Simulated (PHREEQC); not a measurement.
Solution (25 °C): 0.068 mol CuSO4 and 0.058 mol HNO3 per kg of water. Closed to the air; pH follows from the charge balance.

Model: ion-association model, phreeqc.dat, run in PHREEQC.

```yaml
pH: 1.57
ionic_strength: 0.199 mol/kgw
specific_conductance: 19100 µS/cm
density: 1.009 g/cm³
total_alkalinity: -58.0 meq/kg
```

```
species  molality  activity   log γ
-------  --------  --------  ------
NO3-       0.0580    0.0403  -0.158
Cu+2       0.0474    0.0155  -0.484
H+         0.0339    0.0271  -0.098
HSO4-      0.0241    0.0180  -0.127
SO4-2      0.0233   0.00682  -0.533
CuSO4      0.0207    0.0216   0.020
CuOH+     7.95e-9   5.71e-9  -0.144
```

This is a speciation only: nothing precipitates in the calculation. Complexes and solids missing from the database can't appear.
